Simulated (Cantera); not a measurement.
An isothermal plug-flow reactor at 1200 K and 260000 Pa (inlet), inlet velocity 4.3 m/s, active area per volume 2400 1/m; feed 0.814 % CH4, 13.9 % O2, 84.6 % N2, 0.664 % H2O.

Detailed kinetics in Cantera: Deutschmann's 1995 Pt surface mechanism with GRI-Mech 3.0 gas chemistry. Catalytic surfaces can have several steady states; this one follows from the mechanism file's or the stated starting coverage. Mass transfer to the wall is taken as infinitely fast.

Q: Predict: x(CH4) at z = 0.015 m; x(O2) at z = 0.015 m; x(H2O) at z = 0.015 m; x(CO2) at z = 0.015 m; x(CO) at z = 0.015 m; θ(free Pt) at the exit; θ(O*) at the exit; θ(OH*) at the exit.

A: x(CH4) at z = 0.015 m: 0.000828
x(O2) at z = 0.015 m: 0.125
x(H2O) at z = 0.015 m: 0.0209
x(CO2) at z = 0.015 m: 0.00705
x(CO) at z = 0.015 m: 1.48e-6
θ(free Pt) at the exit: 0.337
θ(O*) at the exit: 0.660
θ(OH*) at the exit: 0.00275
